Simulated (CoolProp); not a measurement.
The fluid at 293.15 K and 0.0351 MPa flows at 3 m/s in a round tube of 25 mm bore and 15 µm roughness, fully developed (64/Re and Nu = 3.66 if laminar; Colebrook and Gnielinski if turbulent). The same conditions are run with several fluids, on thermodynamics alone (safety and materials aside).

Values from CoolProp's reference Helmholtz-energy equation of state of each fluid (n-butane: Bücker 2006; propane: Lemmon 2009; CH2F2 (R32): Tillner-Roth 1997; R410A: Lemmon 2003; R11: Jacobsen 1992). Blends and air are pseudo-pure fits.

Q: Rank n-butane, propane, CH2F2 (R32), R410A, R11 by Reynolds number, highest first.

A: R11 (14900), n-butane (8700), R410A (6240), propane (5980), CH2F2 (R32) (4300)

```csv
fluid,Darcy friction factor,pressure drop (Pa/m),heat-transfer coefficient (W/(m² K)),mass flow (kg/h)
n-butane,0.0329,5.01,18.0,4.49
propane,0.0363,4.17,14.1,3.39
CH2F2 (R32),0.0397,5.38,7.97,3.99
R410A,0.0359,6.78,10.9,5.57
R11,0.0289,10.4,13.9,10.6
```

Transport values come from each fluid's own correlations; those of CH2F2 (R32), R11 are estimates that may be off by 10 % or more.
